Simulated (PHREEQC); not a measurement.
## Polishing slurry liquid: an equilibrium model

A solution holds 0.0059 mol TMAH, 3.2e-05 mol K2SO4 and 0.00075 mol CO2 per kg of water, at 10 °C. Closed to the air; pH follows from the charge balance.

Model: ion-association model, phreeqc.dat, run in PHREEQC.

```json
{
  "pH": "12.14",
  "ionic_strength": "0.00673 mol/kgw",
  "total_alkalinity": "5.90 meq/kg"
}
```

```csv
species,molality,activity,log γ
(CH3)4N+,0.00590,0.00542,-0.037
OH-,0.00441,0.00405,-0.037
CO3-2,0.000737,0.000531,-0.143
K+,6.40e-5,5.87e-5,-0.037
SO4-2,3.20e-5,2.29e-5,-0.144
HCO3-,1.29e-5,1.19e-5,-0.036
KSO4-,7.80e-9,7.19e-9,-0.036
```

This is a speciation only: nothing precipitates in the calculation. (CH3)4N+ isn't in the database: it is added as a free cation with an ion size of 4 Å. Away from 25 °C the constants follow the database's enthalpies or fits; those with neither stay at their 25 °C values.
